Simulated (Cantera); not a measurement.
Charge: 1 mol B2H6, 1 mol O2, equilibrated at 1473.15 K.

Cantera equilibrium calculation (NASA polynomials, part measured and part estimated; ideal gas, pure solids and liquids). Candidate condensed phases: B, B2O3, B3O3H3, H2O; 23 gas species. The feed counts by its element totals alone. Mutual solubility and eutectic melting of coexisting phases are not modelled. Kinetics and transport are ignored.

log p: log10 of the partial pressure in bar; n: condensed amount in mol.

| P (Pa) | log p H2 | log p B2O2 | log p HBO | log p B2O3 | log p B3O3H3 | log p BO | log p HBO2 | n B(s) | n B2O3(l) |
|---|---|---|---|---|---|---|---|---|---|
| 10 | -4.16 | -4.79 | -4.93 | -5.73 | -9.22 | -6.31 | -6.83 | 0.0801 | 0 |
| 32 | -3.65 | -4.32 | -4.44 | -5.02 | -7.75 | -6.08 | -6.10 | 0.127 | 0 |
| 100 | -3.07 | -4.25 | -4.11 | -4.91 | -6.77 | -6.04 | -5.74 | 0.453 | 0.405 |
| 320 | -2.53 | -4.25 | -3.84 | -4.91 | -5.95 | -6.04 | -5.47 | 0.582 | 0.566 |
| 1000 | … | -4.25 | … | -4.91 | … | -6.04 | … | 0.627 | 0.621 |
| 3200 | -1.50 | -4.25 | -3.33 | -4.91 | -4.41 | -6.04 | -4.95 | 0.645 | 0.643 |
| 10000 | -1.01 | -4.25 | -3.08 | -4.91 | -3.67 | -6.04 | -4.70 | 0.651 | 0.650 |
| 32000 | … | -4.25 | … | -4.91 | … | -6.04 | … | 0.650 | 0.650 |
| 100000 | 0.00 | -4.25 | -2.58 | -4.91 | -2.17 | -6.04 | -4.20 | 0.644 | 0.643 |

Fill in the missing entries.


- 1000, log p H2: -2.02
- 1000, log p HBO: -3.58
- 1000, log p B3O3H3: -5.18
- 1000, log p HBO2: -5.21
- 32000, log p H2: -0.50
- 32000, log p HBO: -2.82
- 32000, log p B3O3H3: -2.91
- 32000, log p HBO2: -4.45
